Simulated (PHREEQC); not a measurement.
Model water analysis in mg/L, 25 °C, pH 6.78, pe 8.8:

```json
[
 {"constituent": "Na", "mg/L": "5.28"},
 {"constituent": "K", "mg/L": "0.0709"},
 {"constituent": "Ca", "mg/L": "6.16"},
 {"constituent": "Mg", "mg/L": "4.68"},
 {"constituent": "Cl", "mg/L": "14.9"},
 {"constituent": "S(6) as SO4", "mg/L": "12.5"},
 {"constituent": "Alkalinity as HCO3", "mg/L": "15.7"},
 {"constituent": "Si as SiO2", "mg/L": "0.0245"}
]
```

Cl is adjusted to close the charge balance.
Valence states are taken as typed.

Model: ion-association model, phreeqc.dat, run in PHREEQC.

No solid was allowed to form.

Problem. Estimate the specific conductance.

Solution. specific conductance 107 µS/cm.

Problem. In which forms is Mg present?

Solution. Mg+2 98 %, MgSO4 2.0 % of the Mg.

Species that the database lacks are ignored.
